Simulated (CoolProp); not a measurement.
Vapour-liquid equilibrium of propane (1) + m-xylene (2) at 342.4 K; x and y are mole fractions of (1).

The numbers come from the multi-fluid Helmholtz-energy mixture model, Lemmon 2009 and Zhou 2012; pair parameters Bell 2016 in CoolProp.

```csv
x,"bubble pressure, mixture model (MPa)","bubble pressure, Raoult's law (MPa)","y, mixture model","y, Raoult's law"
0.05,0.1645,0.1368,0.939,0.932
0.15,0.4577,0.3907,0.978,0.979
0.25,0.7311,0.6446,0.986,0.989
0.35,0.9865,0.8985,0.989,0.993
0.45,1.225,1.152,0.991,0.995
0.55,1.449,1.406,0.993,0.997
0.65,1.661,1.660,0.994,0.998
0.75,1.869,1.914,0.995,0.999
0.85,2.089,2.168,0.996,0.999
0.95,2.359,2.422,0.998,1.000
```

The largest gap from Raoult's law is +20.2 % in bubble pressure, at x = 0.05. No azeotrope shows between x = 0.05 and 0.95.

The pair parameters rest on a limited set of measurements; away from them the model extrapolates. The gap from Raoult's law changes sign with composition, which may be real or a fault of the pair parameters; it wasn't checked against measurements.
